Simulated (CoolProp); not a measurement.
Vapour-liquid equilibrium of ammonia (1) + benzene (2) at 43.25 °C; x and y are mole fractions of (1).

Values from CoolProp's multi-fluid Helmholtz-energy mixture model, Gao 2020 and Thol 2012; pair parameters Bell 2016.

Give the bubble pressure and the first vapour's composition at x = 0.55, 0.85, 0.95. Is there an azeotrope?

x = 0.55: 1225 kPa, y = 0.979; x = 0.85: 1471 kPa, y = 0.988; x = 0.95: 1612 kPa, y = 0.995. No azeotrope shows between x = 0.05 and 0.95.

Pair parameters are fitted to limited data, so mixtures are less certain than the pure fluids. With so large a gap from Raoult's law the liquid may split in two, which this calculation doesn't test in full.
